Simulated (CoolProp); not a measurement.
Properties of the fluoroketone C6F12O (FK-5-1-12) at several states.

Computed with CoolProp (reference Helmholtz-energy equation of state, McLinden 2015).

```csv
T (K),p (MPa),phase,isothermal compressibility (1/MPa),expansivity (1/kK),fugacity coefficient
403.9,0.0247,gas,40.75,2.535,0.9936
434.2,0.0115,gas,87.16,2.322,0.9977
255.9,0.0652,liquid,0.001767,1.603,0.07125
373,1.12,liquid,0.01120,3.124,0.3543
```
